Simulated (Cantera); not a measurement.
C2H5OH + CO2 + CH4 (carbon deposition, reforming and gasification)

Charge: 1 mol C2H5OH, 1.6 mol CO2, 0.006 mol CH4, held at 0.00133 bar.

Equilibrium computed with Cantera from the NASA thermochemical tables; the gas is ideal and each condensed phase is pure. Candidate condensed phases: C, C6H6, C7H8, C8H18, H2O; 110 gas species. Kinetics and transport are ignored.

```tsv
T (K)	x CO	x H2	x H	x H2O	x CO2	x O	x OH
1373	0.511	0.400	5.77e-5	0.0554	0.0344	1.90e-11	1.43e-7
1523	0.515	0.394	0.000398	0.0604	0.0294	1.62e-9	1.87e-6
1673	0.519	0.390	0.00195	0.0639	0.0257	6.21e-8	1.54e-5
1823	0.520	0.383	0.00735	0.0663	0.0230	1.30e-6	8.85e-5
1973	0.518	0.371	0.0225	0.0674	0.0210	1.73e-5	0.000388
2123	0.509	0.346	0.0578	0.0661	0.0194	0.000162	0.00137
2273	0.491	0.300	0.126	0.0606	0.0180	0.00114	0.00395
2423	0.460	0.230	0.233	0.0467	0.0156	0.00605	0.00895
2573	0.420	0.148	0.362	0.0238	0.0105	0.0208	0.0131
```
x: gas mole fraction; nothing condenses.

From 1373 K to 2573 K nothing is condensed. The main C-bearing gas is CO throughout.
